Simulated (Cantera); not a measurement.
**Equilibrium for carbon deposition, reforming and gasification: CO + O₂ + H₂**

A closed system holds: 1 mol CO, 0.03 mol O₂, 0.52 mol H₂, held at 200000 Pa.

Cantera equilibrium calculation (NASA polynomials, part measured and part estimated; ideal gas, pure solids and liquids). Candidate condensed phases: C, C₆H₆, C₇H₈, C₈H₁₈, H₂O; 131 gas species. Ions and electrons are included (thermal ionisation). Equilibrium is a limit: real reactors are often held back by kinetics, nucleation or transport.

| T (K) | log p CO | log p H | log p H₂ | log p H₂O | log p O |
|---|---|---|---|---|---|
| 2500 | 0.11 | -1.71 | -0.21 | -1.23 | -5.09 |
| 3000 | 0.10 | -0.93 | -0.26 | -1.26 | -3.29 |
| 3500 | 0.07 | -0.43 | -0.41 | -1.46 | -2.08 |
| 4000 | 0.02 | -0.16 | -0.72 | -2.12 | -1.47 |
| 4500 | -0.01 | -0.05 | -1.18 | -3.14 | -1.30 |
| 5000 | -0.02 | -0.02 | -1.66 | -4.16 | -1.25 |
log p: log10 of the partial pressure in bar; nothing condenses.

From 2500 K to 5000 K nothing is condensed. The main C-bearing gas is CO throughout.
